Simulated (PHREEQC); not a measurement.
Dissolve 27 mmol/kgw ZnCl2 and 4.6 mmol/kgw KCl at 20 °C. Closed to the air; pH follows from the charge balance.

All values are PHREEQC results (ion-association model, wateq4f.dat), not measurements.

Precipitation was switched off in this run.

Order these Zn species by the share of Zn that they hold, largest first: ZnCl2, ZnCl+, Zn+2.

Zn+2 (95 %), ZnCl+ (4.9 %), ZnCl2 (0.17 %)

The pH is 5.33 and the ionic strength 0.0828 mol/kgw.
